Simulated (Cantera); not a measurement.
A closed system holds: 1 mol CH₄, 1.1 mol H₂O, equilibrated at 1000 K and 0.00133 bar.

These are equilibrium values from Cantera (NASA tables, ideal gas, pure condensed phases), not measurements of a reactor. Candidate condensed phases: C, C₆H₆, C₇H₈, C₈H₁₈, H₂O; 110 gas species. The numbers say what is thermodynamically allowed, not how fast it happens.

Base state: H₂ 0.739, CO 0.236, H₂O 0.0167, CO₂ 0.00767 (mole fractions); condensed: gas only.

What changes in the equilibrium state with this change: temperature from 1000 K to 2273 K?


| species | before | after |
|---|---|---|
| H₂ | 0.739 | 0.581 |
| CO | 0.236 | 0.221 |
| H | 5.34e-8 | 0.175 |
| H₂O | 0.0167 | 0.0198 |
| OH | <1e-9 | 0.000925 |
| O | <1e-9 | 0.000192 |
| CO₂ | 0.00767 | 0.00136 |
